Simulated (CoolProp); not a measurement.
Saturated liquid density (kg/m³) of carbon dioxide: the reference equation beside estimates from Tc = 304.1 K, pc = 7.377 MPa, ω = 0.224.

Values from CoolProp's reference Helmholtz-energy equation of state, Span 1996.

```tsv
T (K)	reference	van der Waals	Soave-Redlich-Kwong	Peng-Robinson
222	1159	713.2	1066	1208
225.9	1144	704.4	1051	1191
229.8	1129	695.3	1035	1173
233.7	1114	686.0	1018	1155
237.6	1099	676.4	1001	1136
241.5	1083	666.4	983.6	1116
245.4	1066	656.2	965.1	1095
249.3	1049	645.6	945.8	1073
253.2	1031	634.5	925.6	1051
257.1	1013	623.0	904.5	1026
261	993.9	611.0	882.3	1001
264.9	973.8	598.5	858.8	974.1
268.8	952.6	585.2	834.1	945.5
272.7	930.1	571.2	807.8	915.0
276.5	906.7	556.7	780.4	883.1
```

Absolute difference from the reference over all 15 rows, mean and median: van der Waals 38.5 and 38.5 %, Soave-Redlich-Kwong 10.3 and 9.8 %, Peng-Robinson 2.4 and 2.6 %.
